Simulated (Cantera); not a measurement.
Charge: 1 mol Ti, a varied amount of O2, 400 mol H2, held at 29.0 mbar.

Equilibrium computed with Cantera from the NASA thermochemical tables; the gas is ideal and each condensed phase is pure. Candidate condensed phases: H2O, Ti, TiO, TiO2, Ti2O3, Ti3O5, Ti4O7; 12 gas species. Mutual solubility and eutectic melting of coexisting phases are not modelled. Condensed phases not in the tables: Magnéli phases beyond Ti4O7. Equilibrium is a limit: real reactors are often held back by kinetics, nucleation or transport.

Stable condensed phases, one row left out:

```
T in °C \ n(O2) in mol
         1.2 2.4 3.5 4.6 5.8 6.9 8.1 9.2  10
   1877    A   B   B   B   B   B   B   C   C
   1777    A   B   B   B   C   C   C   C   C
   1677    A   B   B   B   B   B   B   B   B
   1577    D   B   B   B   B   B   B   B   B
   1477    B   B   B   B   B   C   C   C   C
   1377    B   B   B   C   C   C   C   C   E
   1277    B   C   C   C   E   E   E   E   E
   1177    B   C   E   E   E   E   E   E   E
   1077    C   E   E   E   E   E   E   E   E
    877    E   E   E   E   E   E   E   E   E
    777    E   E   E   E   E   E   E   E   E
```

A: Ti2O3; B: Ti3O5; C: Ti4O7; D: Ti2O3 + Ti3O5; E: TiO2.

Question: Give the row for 977 °C.

Answer: 1.2: Ti4O7; 2.4: TiO2; 3.5: TiO2; 4.6: TiO2; 5.8: TiO2; 6.9: TiO2; 8.1: TiO2; 9.2: TiO2; 10: TiO2.
